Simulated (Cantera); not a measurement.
Cantera run, input and output.

```python
import numpy as np
import cantera as ct

gas = ct.Solution("h2o2.yaml")
gas.TPX = 598, 20000, {'H2': 1, 'O2': 0.455, 'N2': 1.32}
flame = ct.FreeFlame(gas, width=0.12)
flame.set_refine_criteria(ratio=3, slope=0.08, curve=0.16)
flame.transport_model = "unity-Lewis-number"
flame.solve(loglevel=0, auto=True)
z, T = flame.grid, flame.T
thick = (T[-1] - T[0]) / np.gradient(T, z).max()
show = ['H2', 'O2', 'O', 'H2O2', 'HO2', 'H']
print(f"laminar burning velocity  {flame.velocity[0] * 100:.3f} cm/s")
print(f"burnt temperature         {T[-1]:.1f} K")
print(f"thermal thickness         {thick * 1e3:.4f} mm")
print(f"grid points               {len(z)}")
z0 = z[flame.heat_release_rate.argmax()]
print(f"{'z/mm':>9s}{'T/K':>9s}{'u/(m/s)':>9s}" + "".join(f"{s:>11s}" for s in show))
rows = []
for k in (-3, -2, -1.5, -1, -0.5, -0.25, 0, 0.25, 0.5, 1, 2, 4, 8):
    zz = z0 + k * thick
    rows.append([k * thick, np.interp(zz, z, T), np.interp(zz, z, flame.velocity),
                 *(np.interp(zz, z, flame.X[gas.species_index(s)]) for s in show)])
    print(f"{rows[-1][0] * 1e3:9.3f}{rows[-1][1]:9.1f}{rows[-1][2]:9.3f}" + "".join(f"{x:11.3e}" for x in rows[-1][3:]))
```

It prints:

```
laminar burning velocity  502.792 cm/s
burnt temperature         2566.0 K
thermal thickness         2.5996 mm
grid points               130
     z/mm      T/K  u/(m/s)         H2         O2          O       H2O2        HO2          H
   -7.799    598.0    5.028  3.604e-01  1.640e-01  1.055e-16  3.515e-14  5.754e-12  1.220e-16
   -5.199    598.0    5.028  3.604e-01  1.640e-01  2.164e-13  3.594e-12  5.748e-10  2.525e-13
   -3.899    598.0    5.028  3.604e-01  1.640e-01  8.146e-12  4.908e-11  7.835e-09  1.032e-11
   -2.600    598.0    5.028  3.604e-01  1.640e-01  2.781e-09  2.473e-09  3.861e-07  6.592e-09
   -1.300    606.4    5.096  3.594e-01  1.634e-01  5.180e-06  4.112e-07  4.760e-05  5.763e-05
   -0.650    736.1    6.137  3.383e-01  1.538e-01  3.119e-04  9.327e-07  5.844e-05  5.227e-03
    0.000   1175.3    9.554  1.770e-01  8.602e-02  8.264e-03  1.104e-06  2.163e-05  7.781e-02
    0.650   1462.4   11.667  7.368e-02  3.713e-02  1.783e-02  1.148e-06  7.811e-06  1.166e-01
    1.300   1598.7   12.618  7.021e-02  3.105e-02  1.853e-02  7.786e-07  5.587e-06  1.048e-01
    2.600   1760.0   13.710  7.346e-02  2.761e-02  1.729e-02  4.191e-07  4.139e-06  8.678e-02
    5.199   1937.8   14.875  7.514e-02  2.389e-02  1.503e-02  2.126e-07  2.988e-06  6.853e-02
   10.398   2123.1   16.046  7.449e-02  1.989e-02  1.205e-02  1.181e-07  2.166e-06  5.144e-02
   20.797   2301.6   17.135  7.149e-02  1.587e-02  8.895e-03  8.389e-08  1.778e-06  3.684e-02
```

Cantera simulation using the H2/O2 subset of GRI-Mech 3.0, which has no nitrogen chemistry; the numbers are that mechanism's predictions, not measurements. Unity Lewis numbers drop preferential diffusion, which matters most where H2 and H carry the flame. Burning velocities carry a grid error of a few per cent, more on coarse grids.
